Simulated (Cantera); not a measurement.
Feed: 1 mol Si, 0.0018 mol O2, 160 mol H2, at 13.3 mbar.

Cantera equilibrium calculation (NASA polynomials, part measured and part estimated; ideal gas, pure solids and liquids). Candidate condensed phases: H2O, Si, SiO2; 18 gas species. Mutual solubility and eutectic melting of coexisting phases are not modelled. Gases not in the tables: Si2H6 and higher silanes. The numbers say what is thermodynamically allowed, not how fast it happens.

Problem. What share of the Si ends up in condensed phases as a function of T (K), at 900, 1000, 1100, 1200, 1300, 1400, 1500, 1600, 1700, 1800, 1900, 2000, 2100, 2200?

Solution. 
```tsv
T (K)	Si condensed (%)	as
900	100.0	Si(s) + SiO2(β-quartz)
1000	100.0	Si(s) + SiO2(β-quartz)
1100	100.0	Si(s) + SiO2(β-quartz)
1200	99.6	Si(s)
1300	99.6	Si(s)
1400	99.6	Si(s)
1500	99.6	Si(s)
1600	99.4	Si(s)
1700	98.4	Si(l)
1800	94.8	Si(l)
1900	81.7	Si(l)
2000	39.6	Si(l)
2100	0.0	-
2200	0.0	-
```
